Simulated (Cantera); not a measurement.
Charge: 1 mol Fe2O3, 0.34 mol C, a varied amount of N2, held at 1775 K and 7.50 Torr.

Method: chemical equilibrium by Gibbs-energy minimisation in Cantera with the NASA 1993 tables (ideal gas, pure condensed phases). Candidate condensed phases: C, Fe, Fe(CO)5, FeO, Fe2O3, Fe3O4; 27 gas species. Mutual solubility and eutectic melting of coexisting phases are not modelled. The tables' stoichiometric FeO is somewhat more stable than real wüstite, so its field is too wide. FeO: taken at fixed stoichiometry. Kinetics and transport are ignored.

**Question.** At 0.27 mol N2, list the 7 most abundant gas species with their mole fractions, and the condensed phases.

**Answer.** CO2 0.539, N2 0.441, CO 0.0172, O2 0.00246, NO 0.000309, O 4.75e-5, FeO 1.01e-5. Condensed: FeO(l) + Fe3O4(s).
